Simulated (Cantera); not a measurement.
Charge: 1 mol Ta(OEt)₅, 4.8 mol CO₂, 420 mol H₂.

Method: chemical equilibrium by Gibbs-energy minimisation in Cantera with the NASA 1993 tables (ideal gas, pure condensed phases). Candidate condensed phases: C, C₆H₆, C₇H₈, C₈H₁₈, H₂O, Ta, TaC, Ta₂O₅; 113 gas species. The feed counts by its element totals alone. Mutual solubility and eutectic melting of coexisting phases are not modelled. TaC: taken at fixed stoichiometry. Condensed phases not in the tables: Ta₂C, N, O or C dissolved in the metal. Kinetics and transport are ignored.

Stable condensed phases, one row left out:

```
T in K \ P in Pa
            0.10    0.60     3.6      22     130     770    4600   28000  170000 1000000
   1423        A       B       B       B       B       B       B       B       B       B
   1373        B       B       B       B       B       B       B       B       B       C
   1348        B       B       B       B       B       B       B       B       B       C
   1323        B       B       B       B       B       B       B       B       B       C
   1298        B       B       B       B       B       B       B       B       B       C
   1273        B       B       B       B       B       B       B       B       B       C
   1248        B       B       B       B       B       B       B       B       C       C
   1223        B       B       B       B       B       B       B       B       C       C
   1198        B       B       B       B       B       B       B       B       C       C
   1173        B       B       B       B       B       B       B       B       C       C
   1148        B       B       B       B       B       B       B       B       C       C
   1123        B       B       B       B       B       B       B       B       C       C
```

A: Ta + TaC; B: TaC + Ta₂O₅; C: Ta₂O₅.

Give the row for 1398 K.

0.10: Ta + TaC; 0.60: TaC + Ta₂O₅; 3.6: TaC + Ta₂O₅; 22: TaC + Ta₂O₅; 130: TaC + Ta₂O₅; 770: TaC + Ta₂O₅; 4600: TaC + Ta₂O₅; 28000: TaC + Ta₂O₅; 170000: TaC + Ta₂O₅; 1000000: Ta₂O₅.
